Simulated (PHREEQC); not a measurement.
Make-up at 80 °C: 0.033 mol/kgw Cu(NO3)2, 0.019 mol/kgw H2SO4 and 0.093 mol/kgw FeCl3. Closed to the air; pH follows from the charge balance.

Equilibrium calculation in PHREEQC: ion-association model, wateq4f.dat.

The pH is 1.46 and the ionic strength comes out as 0.406 mol/kgw. The activity of water is 0.992 and the total alkalinity is -224 meq/kg.

```
species  molality  activity   log γ
-------  --------  --------  ------
Cl-         0.201     0.127  -0.201
NO3-       0.0660    0.0397  -0.221
FeCl+2     0.0542    0.0108  -0.701
H+         0.0462    0.0347  -0.124
CuCl+      0.0173    0.0110  -0.195
Cu+2       0.0144   0.00333  -0.635
FeOH+2    0.00925   0.00184  -0.701
```

Precipitation was switched off in this run. The solution is supersaturated, for example in Hematite (slow to form), Goethite (slow to form), so a real one may precipitate; this is no full list. Complexes and solids missing from the database can't appear. At this temperature some constants are extrapolated from 25 °C, and those without enthalpy data are left unchanged.
